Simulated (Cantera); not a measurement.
Input: 1 mol HBr, 2.9 mol H2, a varied amount of O2, at 3523 K and 0.0220 bar.

These are equilibrium values from Cantera (NASA tables, ideal gas, pure condensed phases), not measurements of a reactor. Candidate condensed phases: Br2, H2O; 12 gas species. Equilibrium is a limit: real reactors are often held back by kinetics, nucleation or transport.

x: gas mole fraction; nothing condenses.

```tsv
n(O2) (mol)	x H	x Br	x O	x H2	x OH	x HBr	x H2O
0.043	0.819	0.130	0.0104	0.0381	0.000834	0.00157	8.33e-5
0.058	0.815	0.130	0.0140	0.0378	0.00112	0.00156	0.000111
0.078	0.811	0.129	0.0187	0.0374	0.00149	0.00154	0.000147
0.1	0.807	0.129	[?]	0.0370	[?]	0.00153	[?]
0.14	0.799	0.127	0.0331	0.0363	0.00258	0.00150	0.000252
0.18	0.791	0.126	0.0421	0.0356	0.00326	0.00147	0.000314
0.25	0.778	0.124	[?]	0.0344	[?]	0.00142	[?]
0.33	0.763	0.122	0.0743	0.0331	0.00554	0.00137	0.000516
```

**Question.** Some entries are withheld; supply them.

**Answer.** 
- 0.25, x O: 0.0574
- 0.25, x OH: 0.00437
- 0.25, x H2O: 0.000414
- 0.1, x O: 0.0239
- 0.1, x OH: 0.00188
- 0.1, x H2O: 0.000185
